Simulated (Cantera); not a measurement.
Charge: 1 mol CCl4, 0.063 mol Si, 3.9 mol H2, at 97.5 Torr.

Equilibrium computed with Cantera from the NASA thermochemical tables; the gas is ideal and each condensed phase is pure. Candidate condensed phases: C, C6H6, C7H8, C8H18, Si, SiC; 123 gas species. Ions and electrons are included (thermal ionisation). The tables' values for SiCl, SiCl3, CCl are old estimates; treat these amounts as uncertain. Rates play no part.

log p: log10 of the partial pressure in bar; n: condensed amount in mol.

| T (K) | log p H | log p HCl | log p H2 | log p Cl | log p C | log p C3 | log p C2H2 (acetylene) | n C(graphite) |
|---|---|---|---|---|---|---|---|---|
| 2500 | -2.29 | -1.12 | -1.38 | -2.18 | -6.78 | -6.30 | -3.35 | 0.955 |
| 2750 | (withheld) | (withheld) | -1.42 | (withheld) | (withheld) | (withheld) | (withheld) | (withheld) |
| 3000 | -1.56 | -1.37 | -1.52 | -1.58 | -4.30 | -3.51 | -2.72 | 0.626 |
| 3250 | (withheld) | (withheld) | (withheld) | (withheld) | (withheld) | -2.66 | -2.76 | 0 |
| 3500 | -1.20 | -1.97 | -1.95 | -1.41 | -2.90 | -2.64 | -3.35 | 0 |
| 3750 | -1.14 | -2.35 | -2.28 | -1.39 | -2.50 | -2.78 | -4.09 | 0 |
| 4000 | -1.12 | -2.73 | -2.64 | -1.39 | -2.22 | -3.12 | -4.94 | 0 |
| 4250 | -1.11 | -3.07 | -2.98 | -1.39 | -2.08 | -3.72 | -5.92 | 0 |
| 4500 | -1.11 | -3.39 | -3.29 | -1.39 | -2.02 | -4.48 | -6.94 | 0 |
| 4750 | -1.11 | -3.67 | -3.57 | -1.39 | -2.01 | -5.25 | -7.92 | 0 |
| 5000 | -1.10 | -3.92 | -3.83 | -1.39 | -2.00 | -5.97 | -8.81 | 0 |

Task: Fill in the missing entries.

Result: 
- 3250, log p H: -1.34
- 3250, log p HCl: -1.64
- 3250, log p H2: -1.70
- 3250, log p Cl: -1.46
- 3250, log p C: -3.41
- 2750, log p H: -1.88
- 2750, log p HCl: -1.21
- 2750, log p Cl: -1.82
- 2750, log p C: -5.42
- 2750, log p C3: -4.77
- 2750, log p C2H2 (acetylene): -2.97
- 2750, n C(graphite): 0.869
